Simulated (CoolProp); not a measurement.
Vapour-liquid equilibrium of propane (1) + isobutene (2) at 49.75 °C; x and y are mole fractions of (1).

The numbers come from the multi-fluid Helmholtz-energy mixture model, Lemmon 2009 and Lemmon 2005; pair parameters Bell 2016 in CoolProp.

**Question.** Give the bubble pressure and the first vapour's composition at x = 0.05, 0.2, 0.35. Is there an azeotrope?

**Answer.** x = 0.05: 0.6737 MPa, y = 0.129; x = 0.2: 0.8496 MPa, y = 0.384; x = 0.35: 1.005 MPa, y = 0.550. No azeotrope shows between x = 0.05 and 0.95.

Pair parameters are fitted to limited data, so mixtures are less certain than the pure fluids. The gap from Raoult's law changes sign with composition, which may be real or a fault of the pair parameters; it wasn't checked against measurements.
